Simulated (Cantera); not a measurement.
A perfectly stirred reactor is fed with H2 : O2 : N2 = 1 : 1 : 4.3 (molar parts), equivalence ratio 0.50, at 0.0987 atm; it is held at 1350 K, and followed from long to short residence time.

Computed with Cantera and GRI-Mech 3.0 (53 species, 325 reactions). The temperature is held fixed by assumption; the heat of reaction is taken as removed at once.

x: mole fraction; the columns are a selection and need not sum to one.

```
τ (s)        x H2    x O2  x H2O     x NO2     x NO
-------  --------  ------  -----  --------  -------
2.7      0.000190  0.0860  0.172  7.65e-10  9.41e-7
0.93          [?]  0.0860  0.171  4.70e-10  8.89e-7
0.32     0.000782  0.0859  0.171  3.58e-10  1.14e-6
0.11      0.00156  0.0858  0.169  3.28e-10  1.84e-6
0.039         [?]  0.0859  0.166  3.27e-10      [?]
0.013     0.00569  0.0862  0.159  3.31e-10  5.58e-6
0.0047    0.00961  0.0872  0.148  3.15e-10  8.04e-6
0.0016     0.0149  0.0892  0.131  2.44e-10  8.65e-6
0.00056    0.0212  0.0922  0.113  1.34e-10  5.88e-6
```

Q: Complete the blanks.

A: 
- 0.93, x H2: 0.000387
- 0.039, x H2: 0.00299
- 0.039, x NO: 3.21e-6
